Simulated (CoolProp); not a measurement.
Vapour-liquid equilibrium of ethane (1) + n-perfluorobutane (2) at -72.85 °C; x and y are mole fractions of (1).

Computed with CoolProp (multi-fluid Helmholtz-energy mixture model, Bücker 2006 and Gao 2022; pair parameters Bell 2016).

| x | bubble pressure (MPa) | y at the bubble point | dew pressure at overall composition x (MPa) | liquid density (mol/L) |
|---|---|---|---|---|
| 0.05 | 0.03818 | 0.960 | 0.001654 | 7.964 |
| 0.125 | 0.08862 | 0.983 | 0.001796 | 8.338 |
| 0.2 | 0.1280 | 0.989 | 0.001964 | 8.743 |
| 0.275 | 0.1546 | 0.991 | 0.002167 | 9.183 |
| 0.35 | 0.1699 | 0.992 | 0.002417 | 9.664 |
| 0.425 | 0.1773 | 0.993 | 0.002732 | 10.19 |
| 0.5 | 0.1801 | 0.993 | 0.003141 | 10.78 |
| 0.575 | 0.1811 | 0.993 | 0.003693 | 11.44 |
| 0.65 | 0.1822 | 0.993 | 0.004483 | 12.18 |
| 0.725 | 0.1848 | 0.993 | 0.005701 | 13.01 |
| 0.8 | 0.1898 | 0.994 | 0.007828 | 13.98 |
| 0.875 | 0.1981 | 0.995 | 0.01249 | 15.09 |
| 0.95 | 0.2100 | 0.998 | 0.03085 | 16.40 |

No azeotrope shows between x = 0.05 and 0.95.

Pair parameters are fitted to limited data, so mixtures are less certain than the pure fluids. With so large a gap from Raoult's law the liquid may split in two, which this calculation doesn't test in full.
